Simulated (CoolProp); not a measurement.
trans-2-butene at 331.83 K and 0.457 MPa is throttled through a valve to 0.0671 MPa with no heat exchange. Each further row changes one setting.

Values from CoolProp's reference Helmholtz-energy equation of state, Lemmon 2005. It is a short technical equation, of lower accuracy than the large ones.

| case | temperature change (K) | final density (kg/m³) |
|---|---|---|
| as stated | -8.9 | 1.42 |
| outlet pressure 0.0201 MPa | -10.0 | 0.423 |
| outlet pressure 0.0872 MPa | -8.4 | 1.86 |
